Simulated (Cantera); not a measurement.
A freely propagating, adiabatic, planar premixed flame of CH4 : H2 : O2 : N2 = 1 : 0.65 : 1.79 : 6.72 (molar parts), unburnt at 423 K and 7500 Torr; mixture-averaged transport, grid criteria slope 0.08 and curve 0.16, no radiation.

Cantera simulation using GRI-Mech 3.0 (53 species, 325 reactions); the numbers are that mechanism's predictions, not measurements. Burning velocities carry a grid error of a few per cent, more on coarse grids.

Q: How do the results move with these cheaper or finer settings: unity-Lewis-number transport; multicomponent transport; multicomponent+Soret transport; grid criteria slope 0.5, curve 1; grid criteria slope 0.25, curve 0.5; grid criteria slope 0.03, curve 0.06?

A: 
```csv
setting,laminar burning velocity,thermal thickness,peak x(CO),peak x(CH2),grid points
as above,23.4 cm/s,0.102 mm,0.0558,2.32e-5,134
unity-Lewis-number transport,19.0 cm/s,0.122 mm,0.0549,2.16e-5,138
multicomponent transport,23.5 cm/s,0.104 mm,0.0560,2.32e-5,134
multicomponent+Soret transport,23.0 cm/s,0.103 mm,0.0560,2.32e-5,141
"grid criteria slope 0.5, curve 1",25.2 cm/s,0.114 mm,0.0554,2.24e-5,35
"grid criteria slope 0.25, curve 0.5",23.9 cm/s,0.107 mm,0.0557,2.26e-5,55
"grid criteria slope 0.03, curve 0.06",22.8 cm/s,0.102 mm,0.0560,2.26e-5,338
```
The base run took about 12 core-seconds (a rough figure).
Unity Lewis numbers drop preferential diffusion, which matters most where H2 and H carry the flame; Soret adds thermal diffusion.
